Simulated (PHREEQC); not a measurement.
1 kg of water holding 0.25 mol NaOH, 0.29 mol Na2CO3, 0.022 mol NaCl and 0.13 mol Na2SO4 is evaporated at 25 °C; the solids stay in contact with the brine. CO2 from the air is kept out. Only these solids could form: Burkeite, Halite, Mirabilite, Nahcolite, Natron, Thenardite, Trona.

The series has 15 steps of water left (kg), from 1 to 0.06418.

Computed with PHREEQC (Pitzer model, pitzer.dat).

Q: Which solids form, in which order, and at which step of the series does each first stand?

A: Burkeite from water left = 0.1156 kg (pH 14.60).

Complexes and solids missing from the database can't appear.
